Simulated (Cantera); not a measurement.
Input (Python, Cantera) and output of one run.

```python
import numpy as np
import cantera as ct

gas_names = """
    C CH CH2 CH3 CH4 CN C2 C2H C2H2,acetylene C2H2,vinylidene C2H3,vinyl CH3CN C2H4 C2H5 C2H6 CCN CNC
    C2N2 C3 C3H3,propargyl C3H4,allene C3H4,propyne C3H4,cyclo- C3H5,allyl C3H6,propylene C3H6,cyclo-
    C3H7,n-propyl C3H7,i-propyl C3H8 C4 C4H2 C4H4,1,3-cyclo- C4H6,butadiene C4H6,2-butyne C4H6,cyclo-
    C4H8,1-butene C4H8,cis2-buten C4H8,tr2-butene C4H8,isobutene C4H8,cyclo- C4H9,n-butyl C4H9,i-butyl
    C4H9,s-butyl C4H9,t-butyl C4H10,isobutane C4H10,n-butane C4N2 C5 C5H6,1,3cyclo- C5H8,cyclo-
    C5H10,1-pentene C5H10,cyclo- C5H11,pentyl C5H11,t-pentyl C5H12,n-pentane C5H12,i-pentane
    CH3C(CH3)2CH3 C6H2 C6H5,phenyl C6H6 C6H10,cyclo- C6H12,1-hexene C6H12,cyclo- C6H13,n-hexyl
    C7H7,benzyl C7H8 C7H14,1-heptene C7H15,n-heptyl C7H16,n-heptane C8H8,styrene C8H10,ethylbenz
    C8H16,1-octene C8H17,n-octyl C8H18,isooctane C8H18,n-octane C9H19,n-nonyl C10H8,naphthale
    C10H21,n-decyl C12H9,o-bipheny C12H10,bipheny H HCN HCCN HNC H2 N NH NH2 NH3 N2 N2H2 N2H4
""".split()
cond_names = """
    C(gr) C6H6(L) C7H8(L) C8H18(L),n-octa
""".split()


def load(file, names, dense=False):
    # The tables refer to 1 bar. Condensed volumes are neglected.
    table = {s.name: s for s in ct.Species.list_from_file(file)}
    out = []
    for n in names:
        d = dict(table[n].input_data)
        d["thermo"] = dict(d["thermo"], **{"reference-pressure": 1e5})
        if dense:
            d["equation-of-state"] = {"model": "constant-volume", "density": "1e6 g/cm^3"}
        out.append(ct.Species.from_dict(d))
    return out


gas = ct.Solution(thermo="ideal-gas", species=load("nasa_gas.yaml", gas_names))
cond = {s.name: ct.Solution(thermo="fixed-stoichiometry", species=[s], name=s.name)
        for s in load("nasa_condensed.yaml", cond_names, dense=True)}
atoms = {
    'C2H6': {'C': 2, 'H': 6},
    'H2': {'H': 2},
    'N2': {'N': 2},
}
top_T = {'C(gr)': 4500}  # K; cautious upper limits of use, not melting points


def equilibrate(T, P, feed):
    n = {}
    for name, mol in feed.items():
        for a, k in atoms[name].items():
            n[a] = n.get(a, 0.0) + k * mol
    gas.TPX = T, P, n
    mass = sum(n.values()) * gas.mean_molecular_weight
    gas.equilibrate("TP")
    valid = [c for c in cond.values() if c.min_temp <= T <= top_T.get(c.name, c.max_temp)]
    mix = ct.Mixture([(gas, mass / gas.mean_molecular_weight)] + [(c, 0.0) for c in valid])
    mix.T, mix.P = T, P
    mix.equilibrate("TP", solver="vcs", rtol=1e-11, max_steps=5000)
    return mix


results = []
feed = {'C2H6': 1, 'H2': 4.1, 'N2': 3.1}  # mol
T = 500  # K
P = 101325  # Pa
mix = equilibrate(T, P, feed)
results.append((T, P, feed, dict(zip(mix.species_names, mix.species_moles))))
print(gas.report(threshold=0.001))
for i in range(1, mix.n_phases):
    print(f"{mix.phase(i).name:16s} {mix.phase_moles(i):12.5e} mol")
```

Output:

```
       temperature   500 K
          pressure   1.0132e+05 Pa
           density   0.38627 kg/m^3
  mean mol. weight   15.848 kg/kmol
   phase of matter   gas

                          1 kg             1 kmol
                     ---------------   ---------------
          enthalpy       -8.8842e+05        -1.408e+07  J
   internal energy       -1.1507e+06       -1.8237e+07  J
           entropy             12403        1.9656e+05  J/K
    Gibbs function       -7.0897e+06       -1.1236e+08  J
 heat capacity c_p            2160.9             34246  J/K
 heat capacity c_v            1636.3             25932  J/K

                      mass frac. Y      mole frac. X     chem. pot. / RT
                     ---------------   ---------------   ---------------
               CH4           0.25632           0.25321           -42.246
                H2          0.042647           0.33525           -17.194
               NH3          0.040992          0.038144           -37.998
                N2           0.66004            0.3734           -24.415
     [  +88 minor]        1.3611e-08        7.1737e-09

C(gr)             0.00000e+00 mol
C6H6(L)           0.00000e+00 mol
C7H8(L)           0.00000e+00 mol
```

Equilibrium computed with Cantera from the NASA thermochemical tables; the gas is ideal and each condensed phase is pure.
